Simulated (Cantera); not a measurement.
**Equilibrium for thermal oxidation and active oxidation of silicon: Si + O2 + N2**

A closed system holds: 1 mol Si, 0.037 mol O2, 14 mol N2, held at 0.133 bar.

Equilibrium computed with Cantera from the NASA thermochemical tables; the gas is ideal and each condensed phase is pure. Candidate condensed phases: Si, SiO2, Si2N2O, Si3N4; 16 gas species. N2 is the only nitrogen source here; it is nearly inert below about 1500 K, so the nitride shown seldom forms there in practice. Mutual solubility and eutectic melting of coexisting phases are not modelled. The tables' values for SiN are old estimates; treat these amounts as uncertain. Equilibrium is a limit: real reactors are often held back by kinetics, nucleation or transport.

From 1000 K to 1800 K the condensed part is Si2N2O(s) + Si3N4(s). At 1900 K the condensed part is Si3N4(s). From 2000 K to 2200 K the condensed part is Si(l).

```csv
T (K),log p N2,log p SiO,log p Si,log p Si2N,log p SiN,n Si2N2O(s),n Si3N4(s),n Si(l)
1000,-0.88,<-12,<-12,<-12,<-12,0.0740,0.284,0
1100,-0.88,<-12,<-12,<-12,<-12,0.0740,0.284,0
1200,-0.88,-12.27,<-12,<-12,<-12,0.0740,0.284,0
1300,-0.88,-10.32,<-12,<-12,<-12,0.0740,0.284,0
1400,-0.88,-8.65,-12.00,<-12,-12.13,0.0740,0.284,0
1500,-0.88,-7.21,-10.28,-12.73,-10.61,0.0740,0.284,0
1600,-0.88,-5.96,-8.78,-10.82,-9.28,0.0739,0.284,0
1700,-0.88,-4.85,-7.46,-9.14,-8.11,0.0726,0.284,0
1800,-0.88,-3.88,-6.28,-7.66,-7.08,0.0607,0.288,0
1900,-0.88,-3.13,-5.24,-6.33,-6.15,0,0.308,0
2000,-0.88,-3.15,-4.36,-5.27,-5.38,0,0,0.920
2100,-0.88,-3.15,-3.87,-4.92,-5.00,0,0,0.908
2200,-0.88,-3.16,-3.43,-4.60,-4.65,0,0,0.878
```
log p: log10 of the partial pressure in bar; n: condensed amount in mol.
